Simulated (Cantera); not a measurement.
## Thermodynamics of tantalum, niobium, vanadium and zirconium in process gases, feed Ta(OEt)₅ + CH₄ + H₂

Input: 1 mol Ta(OEt)₅, 0.11 mol CH₄, 36 mol H₂, equilibrated at 2623.15 K and 101000 Pa.

These are equilibrium values from Cantera (NASA tables, ideal gas, pure condensed phases), not measurements of a reactor. Candidate condensed phases: C, C₆H₆, C₇H₈, C₈H₁₈, H₂O, Ta, TaC, Ta₂O₅; 113 gas species. The feed counts by its element totals alone. TaC: taken at fixed stoichiometry. Condensed phases not in the tables: Ta₂C. Rates play no part.

- x(H₂): 0.854
- x(CO): 0.0913
- x(H): 0.0387
- x(C₂H₂ (acetylene)): 0.0152
- x(C₄H₂): 0.000111
- x(CH₄): 9.19e-5
- x(CH₃): 7.27e-5
- x(C₂H): 6.32e-5
- x(C₂H₂ (vinylidene)): 1.76e-5
- n(C(graphite)): 2.41 mol
- n(TaC(s)): 1.00 mol
- gas amount: 54.77 mol
- log10 activity of Ta(s) (absent): -2.80
- log10 activity of Ta₂O₅(l) (absent): -24.49
